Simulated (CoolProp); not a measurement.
Saturation properties of CH2F2 (R32).

Model: reference Helmholtz-energy equation of state, Tillner-Roth 1997, in CoolProp.

| T (K) | p (MPa) | liquid density (kg/m³) | liquid viscosity (µPa s) | vapour viscosity (µPa s) | liquid conductivity (mW/(m K)) |
|---|---|---|---|---|---|
| 249.1 | 0.3473 | 1133 | 206 | 11.2 | 173 |
| 257.1 | 0.4698 | 1108 | 186 | 11.5 | 167 |
| 265 | 0.6209 | 1083 | 169 | 11.9 | 161 |
| 272.9 | 0.8066 | 1056 | 153 | 12.3 | 155 |
| 280.8 | 1.032 | 1028 | 139 | 12.7 | 148 |
| 288.7 | 1.301 | 998.8 | 126 | 13.2 | 142 |
| 296.7 | 1.625 | 967.0 | 114 | 13.7 | 135 |
| 304.6 | 2.001 | 933.2 | 103 | 14.2 | 129 |
| 312.5 | 2.439 | 896.3 | 92.8 | 14.8 | 122 |
| 320.4 | 2.947 | 855.0 | 83.4 | 15.6 | 115 |

It boils at 221.5 K under 1 atm.

Viscosity comes from a separate model (Bell 2016), an estimate that may be off by 10 % or more. Thermal conductivity comes from a separate model (Huber 2003), an estimate that may be off by 10 % or more.
